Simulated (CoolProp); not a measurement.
CF4 (R14) along the isobar 5.58 MPa: fugacity coefficient from the reference equation and from simpler models built on Tc = 227.4 K, pc = 3.762 MPa, ω = 0.178; each cubic takes its own stable root.

The numbers come from the reference Helmholtz-energy equation of state, Platzer 1990 in CoolProp. This equation is an older, rougher fit; its heat capacities, sound speeds and derivatives of the liquid may be far off and weren't checked against measurements.

```tsv
T (K)	phase	reference
149.4	liquid	0.02972
182.9	liquid	0.1502
216.3	liquid	0.3927
249.8	supercritical	0.6536
283.3	supercritical	0.7782
316.7	supercritical	0.8529
350.2	supercritical	0.9036
383.6	supercritical	0.9393
```

Q: How far does each simpler model (van der Waals, Soave-Redlich-Kwong, Peng-Robinson) lie from the reference over these 8 states: mean and median of the absolute difference, and the worst?

A: 
- van der Waals: mean 52.9 %, median 4.4 %, worst +305.8 % at 149.4 K and 5.58 MPa
- Soave-Redlich-Kwong: mean 1.4 %, median 1.3 %, worst +2.3 % at 216.3 K and 5.58 MPa
- Peng-Robinson: mean 2.2 %, median 2.1 %, worst -3.6 % at 249.8 K and 5.58 MPa
